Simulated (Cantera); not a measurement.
# Transport properties of process gases

Gas mixture: O₂ = 0.21 (molar parts), at 0.00336 atm, frozen composition.

Cantera's kinetic-theory transport with the Lennard-Jones parameters of GRI-Mech 3.0, ideal gas; thermal conductivity in the multicomponent form.

```tsv
T (K)	ρ (kg/m³)	cp (J/kg/K)	μ (µPa s)	λ (mW/m/K)	Pr	D (cm²/s) NH₃	D (cm²/s) OH	D (cm²/s) O
400	0.00327	941.4	25.6	33.9	0.712	115	159	162
650	0.00201	1017	36.0	51.6	0.710	279	362	370
900	0.00145	1074	44.7	67.7	0.709	496	625	637
1150	0.00114	1109	52.5	82.1	0.709	756	939	958
1400	0.000935	1134	59.7	95.6	0.708	1060	1300	1330
1650	0.000793	1155	66.4	108	0.708	1390	1710	1740
1900	0.000689	1174	72.7	121	0.707	1770	2160	2200
2150	0.000609	1192	78.8	133	0.707	2170	2650	2700
```
D: mixture-averaged diffusion coefficient of that species in the mixture.
